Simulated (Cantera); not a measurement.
A closed system holds: 1 mol Fe(CO)₅, 0.83 mol CO, 1.8 mol H₂, at 0.525 Torr.

Cantera equilibrium calculation (NASA polynomials, part measured and part estimated; ideal gas, pure solids and liquids). Candidate condensed phases: C, C₆H₆, C₇H₈, C₈H₁₈, Fe, Fe(CO)₅, FeO, Fe(OH)₂, Fe(OH)₃, Fe₂O₃, Fe₃O₄, H₂O; 114 gas species. Condensed phases not in the tables: cementite and carbon dissolved in iron. Rates play no part.

x: gas mole fraction; n: condensed amount in mol.

```tsv
T (K)	x CO	x H₂	x CO₂	x Fe	x H	x H₂O	x CH₄	n C(graphite)	n Fe(α)	n Fe(γ)
848	0.753	0.237	(withheld)	<1e-12	3.50e-10	0.000923	2.53e-5	0.0751	1.00	0
923	0.762	0.236	(withheld)	<1e-12	4.49e-9	0.000195	9.07e-6	0.0112	1.00	0
998	0.764	0.236	(withheld)	1.93e-11	3.95e-8	5.15e-5	3.80e-6	0.00221	1.00	0
1073	0.764	0.236	(withheld)	5.92e-10	2.57e-7	1.64e-5	1.79e-6	0	1.00	0
1148	0.764	0.236	(withheld)	1.14e-8	1.32e-6	6.07e-6	9.27e-7	0	1.00	0
1223	0.764	0.236	(withheld)	1.51e-7	5.52e-6	2.54e-6	5.19e-7	0	0	1.000
1298	0.764	0.236	(withheld)	1.47e-6	1.97e-5	1.17e-6	3.10e-7	0	0	1.000
1373	0.764	0.236	(withheld)	1.11e-5	6.11e-5	5.91e-7	1.96e-7	0	0	1.000
1448	0.764	0.236	(withheld)	6.81e-5	0.000169	4.72e-7	8.79e-8	0	0	0.999
1523	0.764	0.236	(withheld)	0.000347	0.000424	4.46e-7	3.69e-8	0	0	0.997
1598	0.763	0.235	(withheld)	0.00151	0.000975	4.24e-7	1.66e-8	0	0	0.988
```

**Question.** Complete the blanks.

**Answer.** 
- 848, x CO₂: 0.00905
- 923, x CO₂: 0.00128
- 998, x CO₂: 0.000241
- 1073, x CO₂: 5.75e-5
- 1148, x CO₂: 1.66e-5
- 1223, x CO₂: 5.62e-6
- 1298, x CO₂: 2.16e-6
- 1373, x CO₂: 9.29e-7
- 1448, x CO₂: 6.45e-7
- 1523, x CO₂: 5.38e-7
- 1598, x CO₂: 4.60e-7
